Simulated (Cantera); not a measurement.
Charge: 1 mol Si3H8, 1.2 mol HCl, 64 mol N2, at 1523 K and 0.100 bar.

Method: chemical equilibrium by Gibbs-energy minimisation in Cantera with the NASA 1993 tables (ideal gas, pure condensed phases). Candidate condensed phases: NH4Cl, Si, Si3N4; 28 gas species. The feed counts by its element totals alone. The numbers say what is thermodynamically allowed, not how fast it happens.

Base state: N2 0.923, H2 0.0597, HCl 0.0175, SiCl2 0.000145, H 1.79e-5 (mole fractions); condensed: Si3N4(s).

**Question.** What changes in the equilibrium state with this change: temperature from 1523 K to 1725 K?

**Answer.** 
```
species          before     after
-------------  --------  --------
N2                0.923     0.923
H2               0.0597    0.0606
HCl              0.0175    0.0154
SiCl2          0.000145   0.00120
H               1.79e-5  0.000145
Cl              4.21e-6   2.84e-5
Si3N4(s), mol     0.997     0.973
```
The tables' values for SiCl3 are old estimates; treat these amounts as uncertain.
